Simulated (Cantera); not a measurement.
Feed: 1 mol Cr, 0.094 mol H2O, 4.9 mol H2, at 948 K and 30.0 mbar.

Cantera equilibrium calculation (NASA polynomials, part measured and part estimated; ideal gas, pure solids and liquids). Candidate condensed phases: Cr, Cr2O3, H2O; 13 gas species. Equilibrium is a limit: real reactors are often held back by kinetics, nucleation or transport.

Base state: H2 1.000 (mole fractions); condensed: Cr(s) + Cr2O3(s).

Task: What changes in the equilibrium state with this change: temperature from 948 K to 2873 K?

Result: 
```csv
species,before,after
H2,1.000,0.450
H,3.03e-9,0.407
Cr,<1e-9,0.130
CrO,<1e-9,0.00257
OH,<1e-9,0.00188
O,<1e-9,0.00106
CrO2,<1e-9,1.17e-5
H2O,3.57e-6,0.00692
"Cr(s), mol",0.937,0
"Cr2O3(s), mol",0.0313,0
```

Task: What changes in the equilibrium state with this change: Cr replaced by Ta(OEt)5?

Result: 
| species | before | after |
|---|---|---|
| H2 | 1.000 | 0.867 |
| CO | 0 | 0.125 |
| CH4 | 0 | 0.00387 |
| CO2 | 0 | 0.000825 |
| H2O | 3.57e-6 | 0.00316 |
| Cr(s), mol | 0.937 | 0 |
| Cr2O3(s), mol | 0.0313 | 0 |
| C(graphite), mol | 0 | 7.41 |
| Ta2O5(s), mol | 0 | 0.500 |
The feed counts by its element totals alone. Further candidate phases: C, C6H6, C7H8, C8H18, Ta, TaC, Ta2O5.
